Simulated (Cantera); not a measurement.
Standard-state values (1 bar) from the NASA 1993 polynomials, evaluated with Cantera. Values are per mole of reaction as written; species without (g) are pure solids or liquids, kept so even where they would boil at 1 bar. ZrN: taken at fixed stoichiometry.

Problem. Between 698 and 923 K, where is each reaction favourable under standard conditions?
- 4 NO(g) + Zr → ZrO2 + 2 N2O(g)
- 2 ZrN + 4 O(g) → 2 ZrO2(g) + N2(g)

Solution. 
- 4 NO(g) + Zr → ZrO2 + 2 N2O(g): ΔG° is -1027 kJ at 698 K and -940 kJ at 923 K; it stays negative (K > 1). ΔH° is -1292 kJ and ΔS° -381 J/K at 923 K.
- 2 ZrN + 4 O(g) → 2 ZrO2(g) + N2(g): ΔG° is -841 kJ at 698 K and -835 kJ at 923 K; it stays negative (K > 1). ΔH° is -867 kJ and ΔS° -35 J/K at 923 K.
